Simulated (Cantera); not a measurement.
Feed: 1 mol C3H6, 0.065 mol NH3, at 975 K and 82.0 Pa.

Cantera equilibrium calculation (NASA polynomials, part measured and part estimated; ideal gas, pure solids and liquids). Candidate condensed phases: C, C6H6, C7H8, C8H18; 92 gas species. Equilibrium is a limit: real reactors are often held back by kinetics, nucleation or transport.

What is the equilibrium state?


| Item | Result |
|---|---|
| x(H2) | 0.990 |
| x(N2) | 0.0104 |
| x(CH4) | 0.000101 |
| n(C(graphite)) | 3.00 mol |
| gas amount | 3.130 mol |
